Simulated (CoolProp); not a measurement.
A single-stage vapour-compression cycle with R404A: evaporating at 242.15 K (dew point), condensing at 305.15 K (bubble point), superheat 0 K, subcooling 2 K, compressor efficiency 0.9, no pressure losses. Each further row changes one setting.

Computed with CoolProp (reference Helmholtz-energy equation of state, Lemmon 2003). It is a pseudo-pure fit of the blend.

| case | cooling COP | pressure ratio | discharge temperature (K) | refrigerating effect (kJ/kg) | volumetric capacity (kJ/m³) |
|---|---|---|---|---|---|
| as stated | 2.29 | 7.75 | 318.1 | 105 | 1060 |
| evaporating temperature 247.15 K | 2.62 | [?] | [?] | 108 | [?] |
| condensing temperature 300.15 K | 2.63 | 6.81 | [?] | 113 | 1140 |
| subcooling 7 K | 2.46 | 7.75 | 318.1 | 113 | 1140 |
| superheat 10 K | 2.34 | 7.75 | 327.7 | 113 | [?] |
| compressor efficiency 0.8 | [?] | 7.75 | 323.0 | 105 | 1060 |

Some entries are withheld; supply them.


- evaporating temperature 247.15 K, pressure ratio: 6.32
- evaporating temperature 247.15 K, discharge temperature (K): 316.6
- evaporating temperature 247.15 K, volumetric capacity (kJ/m³): 1330
- condensing temperature 300.15 K, discharge temperature (K): 312.5
- superheat 10 K, volumetric capacity (kJ/m³): 1090
- compressor efficiency 0.8, cooling COP: 2.04
